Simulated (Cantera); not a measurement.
Feed: 1 mol CH3SiCl3, 53 mol H2, at 1798 K and 17.0 mbar.

Cantera equilibrium calculation (NASA polynomials, part measured and part estimated; ideal gas, pure solids and liquids). Candidate condensed phases: C, C6H6, C7H8, C8H18, Si, SiC; 109 gas species. The feed counts by its element totals alone. Rates play no part.

Base state: H2 0.944, HCl 0.0529, H 0.00262, SiCl2 0.000250, C2H2 (acetylene) 0.000125, Cl 0.000113, CH4 1.03e-5 (mole fractions); condensed: SiC(s).

Problem. What changes in the equilibrium state with this change: temperature from 1798 K to 2123.15 K?

Solution. 
```json
[
 {"species": "H2", "before": "0.944", "after": "0.919"},
 {"species": "HCl", "before": "0.0529", "after": "0.0504"},
 {"species": "H", "before": "0.00262", "after": "0.0264"},
 {"species": "Si", "before": "4.94e-6", "after": "0.00107"},
 {"species": "Si2C", "before": "5.20e-8", "after": "4.77e-5"},
 {"species": "SiC2", "before": "5.46e-8", "after": "4.71e-5"},
 {"species": "SiH", "before": "7.19e-7", "after": "6.91e-5"},
 {"species": "SiC(s), mol", "before": "0.985", "after": "0.884"}
]
```
The tables' values for SiCl are old estimates; treat these amounts as uncertain. Gases not in the tables: Si2H6 and higher silanes.
